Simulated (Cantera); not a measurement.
What does this Cantera script print?

```python
import numpy as np
import cantera as ct

gas = ct.Solution("gri30.yaml")
gas.TPX = 648, 13332, {'CH4': 1, 'H2': 0.06, 'O2': 2.1, 'N2': 6.36}
flame = ct.FreeFlame(gas, width=0.16)
flame.set_refine_criteria(ratio=3, slope=0.08, curve=0.16)
flame.transport_model = "mixture-averaged"
flame.solve(loglevel=0, auto=True)
z, T = flame.grid, flame.T
thick = (T[-1] - T[0]) / np.gradient(T, z).max()
show = ['CH4', 'H2', 'O2', 'CO2', 'NO', 'HO2']
print(f"laminar burning velocity  {flame.velocity[0] * 100:.3f} cm/s")
print(f"burnt temperature         {T[-1]:.1f} K")
print(f"thermal thickness         {thick * 1e3:.4f} mm")
print(f"grid points               {len(z)}")
z0 = z[flame.heat_release_rate.argmax()]
print(f"{'z/mm':>9s}{'T/K':>9s}{'u/(m/s)':>9s}" + "".join(f"{s:>11s}" for s in show))
rows = []
for k in (-3, -2, -1.5, -1, -0.5, -0.25, 0, 0.25, 0.5, 1, 2, 4, 8):
    zz = z0 + k * thick
    rows.append([k * thick, np.interp(zz, z, T), np.interp(zz, z, flame.velocity),
                 *(np.interp(zz, z, flame.X[gas.species_index(s)]) for s in show)])
    print(f"{rows[-1][0] * 1e3:9.3f}{rows[-1][1]:9.1f}{rows[-1][2]:9.3f}" + "".join(f"{x:11.3e}" for x in rows[-1][3:]))
```

It prints:

```
laminar burning velocity  271.953 cm/s
burnt temperature         2404.9 K
thermal thickness         1.5891 mm
grid points               161
     z/mm      T/K  u/(m/s)        CH4         H2         O2        CO2         NO        HO2
   -4.767    648.0    2.721  1.050e-01  6.819e-03  2.205e-01  7.766e-09  1.297e-11  1.134e-06
   -3.178    648.9    2.729  1.047e-01  8.424e-03  2.201e-01  4.257e-07  4.477e-10  1.121e-05
   -2.384    654.3    2.758  1.041e-01  1.098e-02  2.192e-01  5.862e-06  4.496e-09  2.742e-05
   -1.589    695.4    2.951  1.008e-01  1.683e-02  2.157e-01  8.864e-05  5.112e-08  4.123e-05
   -0.795   1019.1    4.406  7.608e-02  2.881e-02  1.885e-01  1.909e-03  7.309e-07  6.962e-05
   -0.397   1419.2    6.233  4.268e-02  3.494e-02  1.457e-01  6.493e-03  2.247e-06  1.984e-04
    0.000   1804.9    8.032  1.227e-02  3.499e-02  9.457e-02  1.499e-02  5.582e-06  1.574e-04
    0.397   1980.2    8.858  1.592e-03  2.842e-02  6.074e-02  2.552e-02  1.019e-05  2.960e-05
    0.795   2019.4    9.033  1.171e-04  2.332e-02  4.578e-02  3.527e-02  1.366e-05  3.784e-06
    1.589   2038.8    9.086  5.011e-07  2.158e-02  3.747e-02  4.798e-02  1.689e-05  1.574e-06
    3.178   2058.5    9.138  1.160e-10  2.229e-02  3.449e-02  5.691e-02  2.022e-05  1.449e-06
    6.356   2083.5    9.226  1.774e-14  2.216e-02  3.333e-02  5.964e-02  2.671e-05  1.381e-06
   12.713   2122.9    9.372  1.373e-17  2.126e-02  3.228e-02  6.083e-02  4.124e-05  1.312e-06
```

Computed with Cantera and GRI-Mech 3.0 (53 species, 325 reactions). Burning velocities carry a grid error of a few per cent, more on coarse grids.
